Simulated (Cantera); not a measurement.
Charge: 1 mol Si3N4, 0.32 mol H2, at 1350 °C and 1.00 bar.

Cantera equilibrium calculation (NASA polynomials, part measured and part estimated; ideal gas, pure solids and liquids). Candidate condensed phases: Si, Si3N4; 18 gas species. The numbers say what is thermodynamically allowed, not how fast it happens.

**Question.** What is the equilibrium state?

**Answer.** 
```json
{
 "x(H2)": "0.999",
 "x(N2)": "0.000443",
 "x(H)": "6.92e-5",
 "x(SiH2)": "6.47e-6",
 "x(SiH4)": "1.18e-6",
 "n(Si3N4(s))": "1.000 mol",
 "gas_amount": "0.3202 mol"
}
```
